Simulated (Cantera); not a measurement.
Charge: 1 mol SiHCl3, 25 mol N2, held at 1700 K and 1.33 mbar.

Method: chemical equilibrium by Gibbs-energy minimisation in Cantera with the NASA 1993 tables (ideal gas, pure condensed phases). Candidate condensed phases: NH4Cl, Si, Si3N4; 28 gas species. The tables' values for SiCl3, SiCl are old estimates; treat these amounts as uncertain. Rates play no part.

What is the equilibrium state?


```
Item                                  Value
--------------------------------  ---------
x(N2)                                 0.925
x(SiCl2)                             0.0360
x(HCl)                               0.0335
x(Cl)                               0.00258
x(H2)                               0.00166
x(SiCl3)                           0.000872
x(H)                               0.000164
x(SiCl4)                            4.15e-5
x(SiCl)                             3.69e-5
gas amount                        27.02 mol
log10 activity of Si(l) (absent)      -1.83
```
